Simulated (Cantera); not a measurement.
Ti + H2O + CO (metals in furnace atmospheres)

Charge: 1 mol Ti, a varied amount of H2O, 0.38 mol CO, held at 1848.15 K and 5.70 bar.

These are equilibrium values from Cantera (NASA tables, ideal gas, pure condensed phases), not measurements of a reactor. Candidate condensed phases: C, C6H6, C7H8, C8H18, H2O, Ti, TiC, TiO, TiO2, Ti2O3, Ti3O5, Ti4O7; 113 gas species. Mutual solubility and eutectic melting of coexisting phases are not modelled. TiC: taken at fixed stoichiometry. Condensed phases not in the tables: Magnéli phases beyond Ti4O7. Gases not in the tables: TiO(OH)2. The numbers say what is thermodynamically allowed, not how fast it happens.

At 1.4 mol H2O the condensed part is TiC(s) + Ti2O3(s). At 2 mol H2O the condensed part is TiO2(rutile) + Ti4O7(s). From 2.6 mol H2O to 8.4 mol H2O the condensed part is TiO2(rutile).

```json
[
 {"n(H2O) (mol)": "1.4", "x H2": "0.803", "x H2O": "0.000846", "x CO": "0.195", "x CO2": "5.12e-5", "x CH4": "0.000577", "n TiC(s)": "0.0402", "n Ti2O3(s)": "0.480", "n TiO2(rutile)": "0", "n Ti4O7(s)": "0"},
 {"n(H2O) (mol)": "2", "x H2": "0.742", "x H2O": "0.0983", "x CO": "0.155", "x CO2": "0.00511", "x CH4": "3.10e-6", "n TiC(s)": "0", "n Ti2O3(s)": "0", "n TiO2(rutile)": "0.0151", "n Ti4O7(s)": "0.246"},
 {"n(H2O) (mol)": "2.6", "x H2": "0.679", "x H2O": "0.193", "x CO": "0.119", "x CO2": "0.00843", "x CH4": "9.36e-7", "n TiC(s)": "0", "n Ti2O3(s)": "0", "n TiO2(rutile)": "1.00", "n Ti4O7(s)": "0"},
 {"n(H2O) (mol)": "3.2", "x H2": "0.572", "x H2O": "0.322", "x CO": "0.0931", "x CO2": "0.0131", "x CH4": "2.61e-7", "n TiC(s)": "0", "n Ti2O3(s)": "0", "n TiO2(rutile)": "1.00", "n Ti4O7(s)": "0"},
 {"n(H2O) (mol)": "3.7", "x H2": "0.505", "x H2O": "0.401", "x CO": "0.0777", "x CO2": "0.0154", "x CH4": "1.21e-7", "n TiC(s)": "0", "n Ti2O3(s)": "0", "n TiO2(rutile)": "1.00", "n Ti4O7(s)": "0"},
 {"n(H2O) (mol)": "4.3", "x H2": "0.444", "x H2O": "0.474", "x CO": "0.0641", "x CO2": "0.0171", "x CH4": "5.73e-8", "n TiC(s)": "0", "n Ti2O3(s)": "0", "n TiO2(rutile)": "1.00", "n Ti4O7(s)": "0"},
 {"n(H2O) (mol)": "4.9", "x H2": "0.397", "x H2O": "0.531", "x CO": "0.0539", "x CO2": "0.0180", "x CH4": "3.07e-8", "n TiC(s)": "0", "n Ti2O3(s)": "0", "n TiO2(rutile)": "1.00", "n Ti4O7(s)": "0"},
 {"n(H2O) (mol)": "5.5", "x H2": "0.359", "x H2O": "0.577", "x CO": "0.0461", "x CO2": "0.0185", "x CH4": "1.78e-8", "n TiC(s)": "0", "n Ti2O3(s)": "0", "n TiO2(rutile)": "1.00", "n Ti4O7(s)": "0"},
 {"n(H2O) (mol)": "6.1", "x H2": "0.327", "x H2O": "0.614", "x CO": "0.0399", "x CO2": "0.0187", "x CH4": "1.10e-8", "n TiC(s)": "0", "n Ti2O3(s)": "0", "n TiO2(rutile)": "1.00", "n Ti4O7(s)": "0"},
 {"n(H2O) (mol)": "6.7", "x H2": "0.301", "x H2O": "0.645", "x CO": "0.0350", "x CO2": "0.0187", "x CH4": "7.16e-9", "n TiC(s)": "0", "n Ti2O3(s)": "0", "n TiO2(rutile)": "1.00", "n Ti4O7(s)": "0"},
 {"n(H2O) (mol)": "7.3", "x H2": "0.279", "x H2O": "0.671", "x CO": "0.0309", "x CO2": "0.0186", "x CH4": "4.83e-9", "n TiC(s)": "0", "n Ti2O3(s)": "0", "n TiO2(rutile)": "1.00", "n Ti4O7(s)": "0"},
 {"n(H2O) (mol)": "7.9", "x H2": "0.260", "x H2O": "0.694", "x CO": "0.0275", "x CO2": "0.0184", "x CH4": "3.37e-9", "n TiC(s)": "0", "n Ti2O3(s)": "0", "n TiO2(rutile)": "1.00", "n Ti4O7(s)": "0"},
 {"n(H2O) (mol)": "8.4", "x H2": "0.246", "x H2O": "0.711", "x CO": "0.0251", "x CO2": "0.0181", "x CH4": "2.54e-9", "n TiC(s)": "0", "n Ti2O3(s)": "0", "n TiO2(rutile)": "1.00", "n Ti4O7(s)": "0"}
]
```
x: gas mole fraction; n: condensed amount in mol.
